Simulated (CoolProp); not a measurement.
Vapour-liquid equilibrium of o-xylene (1) + n-decane (2) at 0.0886 MPa; x and y are mole fractions of (1).

Values from CoolProp's multi-fluid Helmholtz-energy mixture model, Zhou 2012 and Lemmon 2006; pair parameters Bell 2016.

```csv
x,"bubble temperature, mixture model (K)","bubble temperature, Raoult's law (K)","y, mixture model","y, Raoult's law"
0.05,440.1,440.0,0.095,0.100
0.125,437.3,437.1,0.224,0.234
0.2,434.6,434.3,0.339,0.350
0.275,432.0,431.7,0.440,0.451
0.35,429.5,429.3,0.530,0.541
0.425,427.1,426.9,0.610,0.620
0.5,424.9,424.7,0.681,0.689
0.575,422.8,422.6,0.744,0.752
0.65,420.8,420.7,0.801,0.807
0.725,418.8,418.8,0.852,0.857
0.8,417.0,417.0,0.898,0.901
0.875,415.3,415.2,0.939,0.941
0.95,413.6,413.6,0.977,0.978
```

The largest gap from Raoult's law is +0.3 K in bubble temperature, at x = 0.275. No azeotrope shows between x = 0.05 and 0.95.

The pair parameters rest on a limited set of measurements; away from them the model extrapolates.
